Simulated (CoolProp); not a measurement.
Vapour-liquid equilibrium of R134a (1) + R1234ze(E) (2) at 0.0406 MPa; x and y are mole fractions of (1).

Values from CoolProp's multi-fluid Helmholtz-energy mixture model, Tillner-Roth 1994 and Thol 2016; pair parameters Bell 2022.

| x | bubble temperature, mixture model (K) | bubble temperature, Raoult's law (K) | y, mixture model | y, Raoult's law |
|---|---|---|---|---|
| 0.05 | 234.3 | 234.7 | 0.084 | 0.068 |
| 0.2 | 232.6 | 233.6 | 0.285 | 0.258 |
| 0.35 | 231.4 | 232.6 | 0.441 | 0.429 |
| 0.5 | 230.6 | 231.7 | 0.577 | 0.583 |
| 0.65 | 229.9 | 230.8 | 0.703 | 0.722 |
| 0.8 | 229.4 | 229.9 | 0.828 | 0.848 |
| 0.95 | 228.9 | 229.1 | 0.956 | 0.964 |

The largest gap from Raoult's law is -1.2 K in bubble temperature, at x = 0.35. No azeotrope shows between x = 0.05 and 0.95.

The pair parameters rest on a limited set of measurements; away from them the model extrapolates.
